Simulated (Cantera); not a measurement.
Ignition delay

Mixture: 15.0 % H2, 12.1 % O2, 72.8 % N2, equivalence ratio 0.62, at 7500 Torr, adiabatic and at constant pressure. Ignition delay is the time to a rise of 400 K.

Cantera simulation using the H2/O2 subset of GRI-Mech 3.0, which has no nitrogen chemistry; the numbers are that mechanism's predictions, not measurements. The hydrogen kinetics of GRI-Mech 3.0 are dated; newer H2 mechanisms differ, most at raised pressure. Where the delays flatten at high temperature, the 400 K rule measures the pace of heat release, not the induction time.

```
T0 (K)  delay (ms)
------  ----------
1175         0.188
1225        0.0299
1275       0.00958
1325       0.00565
1375       0.00399
1425       0.00307
1475       0.00248
1525       0.00209
1575       0.00181
1625       0.00160
```
